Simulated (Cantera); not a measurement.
Mixture: CH4 : C2H6 : O2 : N2 = 1 : 0.085 : 4.18 : 15.7 (molar parts), at 0.490 bar, adiabatic and at constant pressure. Ignition delay is the time to a rise of 400 K.

Cantera simulation using GRI-Mech 3.0 (53 species, 325 reactions); the numbers are that mechanism's predictions, not measurements.

```csv
quantity,before,after
delay at 1275 K,3.73 ms,0.347 ms
delay at 1325 K,2.17 ms,0.204 ms
delay at 1375 K,1.31 ms,0.124 ms
delay at 1425 K,0.809 ms,78.4 µs
delay at 1475 K,0.520 ms,50.7 µs
delay at 1525 K,0.347 ms,33.6 µs
apparent activation energy between 1425 and 1525 K,150 kJ/mol,150 kJ/mol
```

Task: Which change was made?
(A) pressure from 0.490 bar to 2.40 bar
(B) C2H6 0.085 to 0.18 parts
(C) pressure from 0.490 bar to 16.0 bar
(D) pressure from 0.490 bar to 0.880 bar

Result: C, pressure from 0.490 bar to 16.0 bar
